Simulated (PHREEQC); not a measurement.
Consider water at 38 °C with 29 mmol/kgw H3AsO4 and 0.031 mmol/kgw LiNO3. Closed to the air; pH follows from the charge balance.

Model: ion-association model, wateq4f.dat, run in PHREEQC.

pH: 2.04
ionic strength: 0.0102 mol/kgw
total alkalinity: -29.0 meq/kg

```csv
species,molality,activity,log γ
H3AsO4,0.0189,0.0189,0.001
H+,0.0101,0.00923,-0.040
H2AsO4-,0.0101,0.00911,-0.046
Li+,3.10e-5,2.80e-5,-0.044
NO3-,3.10e-5,2.78e-5,-0.048
HAsO4-2,1.10e-7,7.21e-8,-0.185
```

Precipitation was switched off in this run. Constants without temperature data keep their 25 °C values here.
